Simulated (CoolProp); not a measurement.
Saturation properties of R1224YDZ (Tc = 428.7 K, pc = 3.334 MPa, ω = 0.325).

Model: reference Helmholtz-energy equation of state, Akasaka 2023, in CoolProp.

```json
[
 {"T (K)": "332", "p (MPa)": "0.4256", "liquid density (kg/m³)": "1260", "vapour density (kg/m³)": "[?]", "liquid cp (kJ/(kg K))": "1.230"},
 {"T (K)": "336.3", "p (MPa)": "0.4785", "liquid density (kg/m³)": "1246", "vapour density (kg/m³)": "29.37", "liquid cp (kJ/(kg K))": "1.243"},
 {"T (K)": "340.7", "p (MPa)": "[?]", "liquid density (kg/m³)": "1232", "vapour density (kg/m³)": "32.99", "liquid cp (kJ/(kg K))": "[?]"},
 {"T (K)": "345", "p (MPa)": "0.6005", "liquid density (kg/m³)": "[?]", "vapour density (kg/m³)": "36.88", "liquid cp (kJ/(kg K))": "[?]"},
 {"T (K)": "349.3", "p (MPa)": "0.6688", "liquid density (kg/m³)": "1203", "vapour density (kg/m³)": "41.16", "liquid cp (kJ/(kg K))": "1.284"},
 {"T (K)": "353.6", "p (MPa)": "0.7427", "liquid density (kg/m³)": "1187", "vapour density (kg/m³)": "[?]", "liquid cp (kJ/(kg K))": "1.299"},
 {"T (K)": "357.9", "p (MPa)": "0.8225", "liquid density (kg/m³)": "1172", "vapour density (kg/m³)": "51.00", "liquid cp (kJ/(kg K))": "[?]"},
 {"T (K)": "362.2", "p (MPa)": "0.9086", "liquid density (kg/m³)": "1155", "vapour density (kg/m³)": "56.67", "liquid cp (kJ/(kg K))": "1.333"}
]
```

Q: Fill in the missing entries.

A: 
- 332, vapour density (kg/m³): 26.15
- 340.7, p (MPa): 0.5376
- 340.7, liquid cp (kJ/(kg K)): 1.256
- 345, liquid density (kg/m³): 1218
- 345, liquid cp (kJ/(kg K)): 1.269
- 353.6, vapour density (kg/m³): 45.85
- 357.9, liquid cp (kJ/(kg K)): 1.315

It boils at 288.0 K under 1 atm.
